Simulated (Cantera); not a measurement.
Input: 1 mol HgO, 0.22 mol H₂, held at 50.0 Pa.

Equilibrium computed with Cantera from the NASA thermochemical tables; the gas is ideal and each condensed phase is pure. Candidate condensed phases: H₂O, Hg, HgO; 10 gas species. Rates play no part. All values below are at 898 K.

Base state: Hg 0.621, O₂ 0.242, H₂O 0.137 (mole fractions); condensed: gas only.

Q: What changes in the equilibrium state with this change: HgO replaced by Pb?

A: 
```csv
species,before,after
H₂,<1e-9,0.997
Pb,0,0.00259
Hg,0.621,0
O₂,0.242,0
H₂O,0.137,0
"Pb(l), mol",0,0.999
```
Further candidate phases: Pb.
